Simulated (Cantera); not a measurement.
Thermodynamics of carbothermic reduction, feed Fe₂O₃ + CH₄ + CO

Charge: 1 mol Fe₂O₃, a varied amount of CH₄, 0.012 mol CO, held at 1398 K and 0.000140 bar.

Equilibrium computed with Cantera from the NASA thermochemical tables; the gas is ideal and each condensed phase is pure. Candidate condensed phases: C, C₆H₆, C₇H₈, C₈H₁₈, Fe, Fe(CO)₅, FeO, Fe(OH)₂, Fe(OH)₃, Fe₂O₃, Fe₃O₄, H₂O; 114 gas species. Mutual solubility and eutectic melting of coexisting phases are not modelled. The tables' stoichiometric FeO is somewhat more stable than real wüstite, so its field is too wide. FeO: taken at fixed stoichiometry. Condensed phases not in the tables: cementite and carbon dissolved in iron. Rates play no part.

From 0.4 mol CH₄ to 0.51 mol CH₄ the condensed part is FeO(s). From 0.64 mol CH₄ to 1.6 mol CH₄ the condensed part is Fe(γ) + FeO(s). From 2.1 mol CH₄ to 2.6 mol CH₄ the condensed part is Fe(γ). At 3.3 mol CH₄ the condensed part is C(graphite) + Fe(γ). The main Fe-bearing gas is Fe throughout.

| n(CH₄) (mol) | log p H₂ | log p H₂O | log p CO | log p CO₂ | log p H | n FeO(s) | n Fe(γ) | n C(graphite) |
|---|---|---|---|---|---|---|---|---|
| 0.4 | -4.39 | -4.29 | -4.52 | -4.75 | -7.52 | 2.00 | 0 | 0 |
| 0.51 | -4.23 | -4.46 | -4.43 | -4.99 | -7.44 | 2.00 | 0 | 0 |
| 0.64 | -4.17 | -4.60 | -4.40 | -5.16 | -7.41 | 1.92 | 0.0845 | 0 |
| 0.81 | -4.17 | -4.60 | -4.40 | -5.16 | -7.41 | 1.63 | 0.372 | 0 |
| 1 | -4.17 | -4.60 | -4.40 | -5.16 | -7.41 | 1.31 | 0.693 | 0 |
| 1.3 | -4.17 | -4.60 | -4.40 | -5.16 | -7.41 | 0.799 | 1.20 | 0 |
| 1.6 | -4.17 | -4.60 | -4.40 | -5.16 | -7.41 | 0.291 | 1.71 | 0 |
| 2.1 | -4.11 | -4.80 | -4.37 | -5.39 | -7.38 | 0 | 2.00 | 0 |
| 2.6 | -4.06 | -5.24 | -4.34 | -5.86 | -7.35 | 0 | 2.00 | 0 |
| 3.3 | -4.02 | -10.80 | -4.36 | -11.47 | -7.33 | 0 | 2.00 | 0.300 |
log p: log10 of the partial pressure in bar; n: condensed amount in mol.
